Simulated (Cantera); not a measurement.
A closed system holds: 1 mol AlI3, 4.2 mol O2, 250 mol H2, equilibrated at 1800 K and 1.00 bar.

Cantera equilibrium calculation (NASA polynomials, part measured and part estimated; ideal gas, pure solids and liquids). Candidate condensed phases: Al, AlI3, Al2O3, H2O, I2; 25 gas species. Gases not in the tables: Al(OH)3. Kinetics and transport are ignored.

Base state: H2 0.960, H2O 0.0274, HI 0.00607, I 0.00582, H 0.000351 (mole fractions); condensed: Al2O3(s).

**Question.** What changes in the equilibrium state with this change: O2 from 4.2 to 19 mol?

**Answer.** 
| species | before | after |
|---|---|---|
| H2 | 0.960 | 0.843 |
| H2O | 0.0274 | 0.145 |
| I | 0.00582 | 0.00601 |
| HI | 0.00607 | 0.00588 |
| H | 0.000351 | 0.000329 |
| Al2O3(s), mol | 0.500 | 0.500 |
